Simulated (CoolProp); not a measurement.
Vapour-liquid equilibrium of p-xylene (1) + n-decane (2) at 571.2 K; x and y are mole fractions of (1).

Values from CoolProp's multi-fluid Helmholtz-energy mixture model, Zhou 2012 and Lemmon 2006; pair parameters Bell 2016.

Task: Give the bubble pressure and the first vapour's composition at x = 0.425, 0.5, 0.725. Is there an azeotrope?

Result: x = 0.425: 1.454 MPa, y = 0.508; x = 0.5: 1.520 MPa, y = 0.582; x = 0.725: 1.724 MPa, y = 0.784. No azeotrope shows between x = 0.05 and 0.95.

The pair parameters rest on a limited set of measurements; away from them the model extrapolates.
